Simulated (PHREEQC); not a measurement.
Dissolve 0.0074 mol/kgw HBr, 0.28 mol/kgw NaCl and 0.11 mol/kgw KOH at 25 °C. Closed to the air; pH follows from the charge balance.

Model: ion-association model, wateq4f.dat, run in PHREEQC.

```
Property                  Result
-----------------  -------------
pH                         12.83
ionic strength     0.390 mol/kgw
activity of water          0.987
total alkalinity      103 meq/kg
```

| species | molality | activity | log γ |
|---|---|---|---|
| Cl- | 0.280 | 0.185 | -0.180 |
| Na+ | 0.280 | 0.200 | -0.146 |
| K+ | 0.110 | 0.0727 | -0.180 |
| OH- | 0.103 | 0.0669 | -0.185 |
| Br- | 0.00740 | 0.00541 | -0.136 |

No solid was allowed to form.
